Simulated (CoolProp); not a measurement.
A closed Brayton cycle with carbon dioxide: compressor inlet 328.15 K and 9.5 MPa, high pressure 32.8 MPa, turbine inlet 980 K, compressor efficiency 0.89, turbine efficiency 0.9, recuperator effectiveness 0.8 (on enthalpy, no pinch check). Each further row changes one setting.

The numbers come from the reference Helmholtz-energy equation of state, Span 1996 in CoolProp.

| case | thermal efficiency (%) | net work (kJ/kg) | compressor to turbine work | compressor exit (K) | turbine exit (K) |
|---|---|---|---|---|---|
| as stated | … | 132 | 0.32 | 422.9 | 815.7 |
| turbine inlet 930 K | 34.0 | 122 | 0.34 | 422.9 | 771.1 |
| compressor inlet 338.15 K | 34.0 | 124 | 0.36 | 443.8 | 815.7 |
| high pressure 27.9 MPa | … | … | 0.30 | 410.2 | … |
| recuperator effectiveness 0.5 | … | 132 | 0.32 | 422.9 | 815.7 |

**Question.** Complete the blanks.

**Answer.** 
- as stated, thermal efficiency (%): 34.9
- high pressure 27.9 MPa, thermal efficiency (%): 33.3
- high pressure 27.9 MPa, net work (kJ/kg): 119
- high pressure 27.9 MPa, turbine exit (K): 836.2
- recuperator effectiveness 0.5, thermal efficiency (%): 25.6
